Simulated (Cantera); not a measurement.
Cantera run, input and output.

```python
import numpy as np
import cantera as ct

gas = ct.Solution("gri30.yaml")
gas.TPX = 498, 13332, {'CO': 1, 'H2': 0.39, 'CH4': 0.052, 'O2': 0.963, 'N2': 3.62, 'H2O': 0.058}
flame = ct.FreeFlame(gas, width=0.16)
flame.set_refine_criteria(ratio=3, slope=0.08, curve=0.16)
flame.transport_model = "mixture-averaged"
flame.solve(loglevel=0, auto=True)
z, T = flame.grid, flame.T
thick = (T[-1] - T[0]) / np.gradient(T, z).max()
show = ['CO', 'H2', 'CH4', 'NO', 'HO2', 'C2H6']
print(f"laminar burning velocity  {flame.velocity[0] * 100:.3f} cm/s")
print(f"burnt temperature         {T[-1]:.1f} K")
print(f"thermal thickness         {thick * 1e3:.4f} mm")
print(f"grid points               {len(z)}")
z0 = z[flame.heat_release_rate.argmax()]
print(f"{'z/mm':>9s}{'T/K':>9s}{'u/(m/s)':>9s}" + "".join(f"{s:>11s}" for s in show))
rows = []
for k in (-3, -2, -1.5, -1, -0.5, -0.25, 0, 0.25, 0.5, 1, 2, 4, 8):
    zz = z0 + k * thick
    rows.append([k * thick, np.interp(zz, z, T), np.interp(zz, z, flame.velocity),
                 *(np.interp(zz, z, flame.X[gas.species_index(s)]) for s in show)])
    print(f"{rows[-1][0] * 1e3:9.3f}{rows[-1][1]:9.1f}{rows[-1][2]:9.3f}" + "".join(f"{x:11.3e}" for x in rows[-1][3:]))
```

Output:

```
laminar burning velocity  183.715 cm/s
burnt temperature         2258.1 K
thermal thickness         5.9760 mm
grid points               190
     z/mm      T/K  u/(m/s)         CO         H2        CH4         NO        HO2       C2H6
  -17.928    498.0    1.837  1.644e-01  6.411e-02  8.548e-03 -1.417e-16  1.398e-13  4.174e-17
  -11.952    498.0    1.837  1.644e-01  6.411e-02  8.548e-03 -1.415e-16  5.777e-11  1.421e-16
   -8.964    498.0    1.837  1.644e-01  6.410e-02  8.549e-03 -1.338e-16  2.462e-09  7.510e-15
   -5.976    498.0    1.837  1.644e-01  6.401e-02  8.549e-03  1.048e-15  3.001e-07  2.275e-12
   -2.988    509.1    1.874  1.644e-01  6.180e-02  8.558e-03  1.858e-11  7.270e-05  7.026e-08
   -1.494    665.5    2.432  1.600e-01  5.212e-02  8.195e-03  5.317e-09  4.528e-05  8.276e-07
    0.000   1059.6    3.843  1.434e-01  2.706e-02  2.193e-03  2.994e-07  1.711e-05  2.353e-07
    1.494   1306.3    4.683  1.050e-01  9.487e-03  9.018e-06  2.166e-06  6.635e-06  3.774e-12
    2.988   1433.1    5.074  7.656e-02  8.571e-03  9.466e-09  5.181e-06  4.385e-06  1.600e-17
    5.976   1568.8    5.481  5.746e-02  9.417e-03  3.016e-14  1.107e-05  3.069e-06  4.150e-27
   11.952   1699.9    5.884  5.443e-02  8.874e-03  1.485e-17  1.936e-05  2.372e-06 -2.226e-29
   23.904   1834.1    6.288  5.155e-02  7.572e-03  3.223e-18  3.009e-05  1.760e-06 -4.768e-30
   47.808   1962.3    6.664  4.566e-02  6.027e-03  1.001e-18  4.905e-05  1.243e-06 -1.183e-30
```

Computed with Cantera and GRI-Mech 3.0 (53 species, 325 reactions). Burning velocities carry a grid error of a few per cent, more on coarse grids.
